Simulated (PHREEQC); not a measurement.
## Ultrapure water in contact with air or piping

Model water analysis in mg/L, 25 °C, pH 6.69, pe 12.2:

| constituent | mg/L |
|---|---|
| Na | 0.145 |
| K | 0.0502 |
| Ca | 0.0609 |
| Mg | 0.0221 |
| Cl | 0.333 |
| S(6) as SO4 | 0.0983 |
| Alkalinity as HCO3 | 0.0515 |
| N(5) as NO3 | 0.00313 |
| Pb | 0.00525 |
| Zn | 0.000739 |

Valence states are taken as typed.

Equilibrium calculation in PHREEQC: ion-association model, wateq4f.dat.

Each row changes one thing in this solution. No solid was allowed to form.

| case | ionic strength (mol/kgw) | HCO3- (mol/kgw) | CO2 (mol/kgw) | Pb+2 (mol/kgw) | PbOH+ (mol/kgw) | CaSO4 (mol/kgw) | SI of Pb(OH)2 (Pb(OH)2) | SI of Cerrusite (PbCO3) |
|---|---|---|---|---|---|---|---|---|
| as made | 1.61e-5 | 9.97e-7 | 4.56e-7 | 2.30e-8 | 2.17e-9 | 2.99e-10 | -2.42 | -4.16 |
| Cl from 0.333 to 0.167 mg/L | 1.38e-5 | 9.97e-7 | 4.56e-7 | 2.30e-8 | 2.17e-9 | 2.99e-10 | -2.42 | -4.16 |
| pH from 6.69 to 7.69 at the same alkalinity | 1.59e-5 | 3.56e-7 | 1.63e-8 | 1.28e-8 | 1.21e-8 | 2.99e-10 | -0.67 | -3.86 |
| all concentrations times 4 at the same typed pH | 6.38e-5 | 3.52e-6 | 1.60e-6 | 9.11e-8 | 8.46e-9 | 4.60e-9 | -1.83 | -3.02 |
| pH from 6.69 to 5.69 at the same alkalinity | 1.80e-5 | 2.89e-6 | 1.32e-5 | 2.50e-8 | 2.35e-10 | 2.98e-10 | -4.38 | -4.66 |
